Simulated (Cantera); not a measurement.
An adiabatic, constant-pressure homogeneous reactor starts with C2H4 : O2 : N2 : H2O = 1 : 1.88 : 7.05 : 1.1 (molar parts), equivalence ratio 1.6, at 1098 K and 2.70 bar. Integrator tolerance rtol = 1e-08.

Detailed kinetics in Cantera: GRI-Mech 3.0 (53 species, 325 reactions). GRI-Mech 3.0 was tuned for natural gas; its chemistry of ethylene as a main component is partial and can be far from experiment.

| quantity | before | after |
|---|---|---|
| time of steepest temperature rise | 8.54 ms | 7.53 ms |
| temperature at 0.400 s | 2550 K | 2406 K |
| equilibrium temperature | 2550 K | 2406 K |
| x(C2H4) at 0.400 s | <1e-12 (gas-phase equilibrium <1e-12) | <1e-12 (gas-phase equilibrium <1e-12) |
| x(O2) at 0.400 s | 0.000152 (gas-phase equilibrium 0.000152) | 0.0470 (gas-phase equilibrium 0.0470) |
| x(H2O) at 0.400 s | 0.182 (gas-phase equilibrium 0.182) | 0.184 (gas-phase equilibrium 0.184) |
| x(CO) at 0.400 s | 0.115 (gas-phase equilibrium 0.115) | 0.00498 (gas-phase equilibrium 0.00498) |
| x(HCN) at 0.400 s | 4.82e-8 (gas-phase equilibrium 4.82e-8) | 1.06e-11 (gas-phase equilibrium 1.06e-11) |

Q: Name the change that produced these shifts.
(A) pressure from 2.70 bar to 1.00 bar
(B) constant volume in place of constant pressure
(C) C2H4 1 to 0.45 parts
(D) initial temperature 1098 to 1575 K

A: C, C2H4 1 to 0.45 parts
